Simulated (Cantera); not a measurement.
A closed system holds: 1 mol Si, 0.44 mol O2, 6.6 mol H2, at 1 atm.

Method: chemical equilibrium by Gibbs-energy minimisation in Cantera with the NASA 1993 tables (ideal gas, pure condensed phases). Candidate condensed phases: H2O, Si, SiO2; 18 gas species. Each liquid is taken as pure. Mutual solubility and eutectic melting of coexisting phases are not modelled. The tables hold silica as quartz up to 1696 K and as liquid above; real silica turns to tridymite and cristobalite and melts near 1996 K. Gases not in the tables: Si2H6 and higher silanes. The numbers say what is thermodynamically allowed, not how fast it happens.

Which condensed phases are stable at each of these points (T (K)): 1450, 1500, 1550, 1600, 1650, 1700, 1750, 1800, 1850, 1900, 1950, 2000, 2050, 2100?


```csv
T (K),condensed phases,Si condensed (%)
1450,Si(s) + SiO2(β-quartz),99.9
1500,Si(s) + SiO2(β-quartz),99.7
1550,Si(s) + SiO2(β-quartz),99.2
1600,Si(s) + SiO2(β-quartz),98.1
1650,Si(s) + SiO2(β-quartz),96.0
1700,Si(l) + SiO2(condensed),91.7
1750,Si(l) + SiO2(condensed),84.4
1800,Si(l) + SiO2(condensed),71.3
1850,Si(l) + SiO2(condensed),48.5
1900,Si(l),12.0
1950,Si(l),12.0
2000,Si(l),11.9
2050,Si(l),11.9
2100,Si(l),11.8
```

From 1450 K to 1650 K the condensed part is Si(s) + SiO2(β-quartz). From 1700 K to 1850 K the condensed part is Si(l) + SiO2(condensed). From 1900 K to 2100 K the condensed part is Si(l).
